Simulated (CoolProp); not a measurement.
The fluid at 293.15 K and 2.37 MPa flows at 10 m/s in a round tube of 20 mm bore and 15 µm roughness, fully developed (64/Re and Nu = 3.66 if laminar; Colebrook and Gnielinski if turbulent). The same conditions are run with several fluids, on thermodynamics alone (safety and materials aside).

The numbers come from the reference Helmholtz-energy equation of state of each fluid (R11: Jacobsen 1992; R123: Younglove 1994; R22: Kamei 1995; R236FA: Pan 2012; m-xylene: Zhou 2012) in CoolProp.

Problem. Rank R11, R123, R22, R236FA, m-xylene by Reynolds number, highest first.

Solution. R22 (1760000), R236FA (876000), R123 (650000), R11 (640000), m-xylene (275000)

```
fluid     Darcy friction factor  pressure drop (Pa/m)  heat-transfer coefficient (W/(m² K))  mass flow (kg/h)
--------  ---------------------  --------------------  ------------------------------------  ----------------
R11                      0.0189                 70600                                 14800             16900
R123                     0.0189                 70100                                 14800             16800
R22                      0.0185                 56500                                 25800             13800
R236FA                   0.0188                 65000                                 17900             15700
m-xylene                 0.0196                 42400                                 12300              9790
```

Transport values come from each fluid's own correlations; those of R11, R22, R236FA are estimates that may be off by 10 % or more.
